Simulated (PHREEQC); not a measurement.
A column of 0.1 m (30 cells, dispersivity 0.005 m, 3600 s a shift, diffusion coefficient 3e-10 m²/s) holds 0.0018 eq of the database's cation exchanger X per kg of pore water, first in equilibrium with 0.39 mmol/kgw CaCl2 and 0.01 mmol/kgw HCl. It is flushed with 2.6 mmol/kgw NaCl and 0.01 mmol/kgw HCl, at 40 °C. Values are for the last cell. CO2 from the air is kept out. Nothing may precipitate in this run.

The series has 31 steps of pore volumes, from 0 to 4.017.

Computed with PHREEQC (ion-association model, phreeqc.dat).

**Question.** After how many pore volumes does Na at the outlet first reach half of its feed value?

**Answer.** By 1.1 pore volumes.

Away from 25 °C the constants follow the database's enthalpies or fits; those with neither stay at their 25 °C values.
